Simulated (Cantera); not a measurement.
What does this Cantera script print?

```python
import numpy as np
import cantera as ct

gas = ct.Solution("gri30.yaml")
gas.TPX = 2100, 13000, {'NO': 1, 'N2': 0.2}
reactor = ct.IdealGasConstPressureReactor(gas, energy="off", clone=False)
net = ct.ReactorNet([reactor])
net.rtol, net.atol = 1e-08, 1e-18
show = ['NO', 'O2', 'N2O', 'O', 'NO2', 'N2']
times = np.geomspace(0.0003, 200, 14)

steps = ct.SolutionArray(gas, extra=["t"])
rows = []
print(f"{'t/s':>10s}{'T/K':>9s}{'P/Pa':>11s}" + "".join(f"{s:>11s}" for s in show))
for t in times:
    while net.time < t:
        t_next = net.step()
        steps.append(gas.state, t=t_next)
    rows.append([np.interp(t, steps.t, y) for y in (steps.T, steps.P, *steps(*show).X.T)])
    print(f"{t:10.3e}{rows[-1][0]:9.1f}{rows[-1][1]:11.4g}" + "".join(f"{x:11.3e}" for x in rows[-1][2:]))
rate = np.gradient(steps.T, steps.t)
print("integrator steps:", len(steps.t))
if steps.T.max() > steps.T[0] + 200:
    print(f"time of steepest temperature rise: {steps.t[rate.argmax()]:.4e} s")
gas.TPX = 2100, 13000, {'NO': 1, 'N2': 0.2}
gas.equilibrate("TP")
print(f"equilibrium (TP): T = {gas.T:.1f} K  " + "  ".join(f"{s} {gas[s].X[0]:.3e}" for s in show))
```

Output:

```
       t/s      T/K       P/Pa         NO         O2        N2O          O        NO2         N2
 3.000e-04   2100.0    1.3e+04  8.332e-01  2.522e-06  5.742e-05  6.151e-05  6.395e-06  1.667e-01
 8.416e-04   2100.0    1.3e+04  8.329e-01  2.343e-05  1.372e-04  1.760e-04  2.913e-05  1.667e-01
 2.361e-03   2100.0    1.3e+04  8.320e-01  2.459e-04  2.510e-04  4.375e-04  7.844e-05  1.670e-01
 6.624e-03   2100.0    1.3e+04  8.290e-01  1.569e-03  2.961e-04  5.968e-04  1.044e-04  1.684e-01
 1.858e-02   2100.0    1.3e+04  8.206e-01  5.729e-03  2.882e-04  6.518e-04  1.173e-04  1.726e-01
 5.213e-02   2100.0    1.3e+04  7.963e-01  1.776e-02  2.636e-04  7.794e-04  1.464e-04  1.847e-01
 1.462e-01   2100.0    1.3e+04  7.257e-01  5.285e-02  2.059e-04  1.061e-03  1.994e-04  2.200e-01
 4.103e-01   2100.0    1.3e+04  5.368e-01  1.469e-01  1.018e-04  1.574e-03  2.369e-04  3.144e-01
 1.151e+00   2100.0    1.3e+04  2.132e-01  3.084e-01  1.451e-05  2.180e-03  1.364e-04  4.760e-01
 3.229e+00   2100.0    1.3e+04  3.688e-02  3.965e-01  5.684e-07  2.446e-03  2.682e-05  5.642e-01
 9.058e+00   2100.0    1.3e+04  1.281e-02  4.085e-01  2.118e-07  2.479e-03  9.456e-06  5.762e-01
 2.541e+01   2100.0    1.3e+04  1.193e-02  4.089e-01  2.055e-07  2.480e-03  8.811e-06  5.766e-01
 7.129e+01   2100.0    1.3e+04  1.193e-02  4.089e-01  2.055e-07  2.480e-03  8.811e-06  5.766e-01
 2.000e+02   2100.0    1.3e+04  1.193e-02  4.089e-01  2.055e-07  2.480e-03  8.811e-06  5.766e-01
integrator steps: 987
equilibrium (TP): T = 2100.0 K  NO 1.193e-02  O2 4.089e-01  N2O 2.055e-07  O 2.480e-03  NO2 8.811e-06  N2 5.766e-01
```

Detailed kinetics in Cantera: GRI-Mech 3.0 (53 species, 325 reactions).
